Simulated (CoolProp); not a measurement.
Model: reference Helmholtz-energy equation of state, Thol 2019, in CoolProp.

Question: Give the vapour pressure (MPa), vapour Z, surface tension (mN/m) of saturated tetradecamethylhexasiloxane (MD4M) at 489.5, 496.6, 503.7 K.

Answer: 
```
T (K)  p (MPa)  vapour Z  surface tension (mN/m)
-----  -------  --------  ----------------------
489.5   0.0349     0.944                    6.46
496.6   0.0423     0.936                    6.09
503.7   0.0509     0.927                    5.72
```

Surface tension comes from a separate correlation (Mulero 2014), older than this fluid's equation and unchecked against measurements.
